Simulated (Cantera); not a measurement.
## Silicon nitride deposition: SiH₂Cl₂ + N₂ + H₂

A closed system holds: 1 mol SiH₂Cl₂, 3.8 mol N₂, 2.3 mol H₂, at 26.0 Pa.

Cantera equilibrium calculation (NASA polynomials, part measured and part estimated; ideal gas, pure solids and liquids). Candidate condensed phases: NH₄Cl, Si, Si₃N₄; 28 gas species. N₂ is the only nitrogen source here; it is nearly inert below about 1500 K, so the nitride shown seldom forms there in practice. Mutual solubility and eutectic melting of coexisting phases are not modelled. The tables' values for SiCl₃, SiCl are old estimates; treat these amounts as uncertain. The numbers say what is thermodynamically allowed, not how fast it happens.

From 1075 °C to 1225 °C the condensed part is Si₃N₄(s). At 1275 °C the condensed part is Si(s) + Si₃N₄(s). From 1325 °C to 1375 °C the condensed part is Si(s). The main Si-bearing gas is SiCl₂ throughout. The share of Si in condensed phases is highest at 1075 °C (81.2 %) and lowest at 1375 °C (35.3 %).

```tsv
T (°C)	x N₂	x H₂	x HCl	x SiCl₂	x H	n Si₃N₄(s)	n Si(s)
1075	0.431	0.330	0.213	0.0236	8.24e-5	0.271	0
1125	0.437	0.341	0.182	0.0381	0.000171	0.234	0
1175	0.443	0.353	0.150	0.0535	0.000340	0.194	0
1225	0.448	0.364	0.120	0.0676	0.000643	0.156	0
1275	0.455	0.370	0.0937	0.0790	0.00116	0.102	0.0637
1325	0.468	0.361	0.0901	0.0775	0.00198	0	0.364
1375	0.468	0.360	0.0888	0.0778	0.00331	0	0.353
```
x: gas mole fraction; n: condensed amount in mol.
